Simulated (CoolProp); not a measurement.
A single-stage vapour-compression cycle with isohexane: evaporating at 276.15 K (dew point), condensing at 306.15 K (bubble point), superheat 0 K, subcooling 5 K, compressor efficiency 0.85, no pressure losses. Each further row changes one setting.

Model: reference Helmholtz-energy equation of state, Lemmon 2006, in CoolProp. It is a short technical equation, of lower accuracy than the large ones.

```tsv
case	cooling COP	pressure ratio	discharge temperature (K)	refrigerating effect (kJ/kg)	volumetric capacity (kJ/m³)
as stated	7.26	3.73	306.1	307	121
evaporating temperature 281.15 K	9.04	2.93	306.1	314	156
condensing temperature 301.15 K	8.90	3.06	301.1	318	125
subcooling 10 K	7.53	3.73	306.1	318	125
superheat 10 K	7.34	3.73	313.6	322	123
compressor efficiency 0.75	6.41	3.73	306.8	307	121
```

The compression ends wet for: as stated; evaporating temperature 281.15 K; condensing temperature 301.15 K; subcooling 10 K.
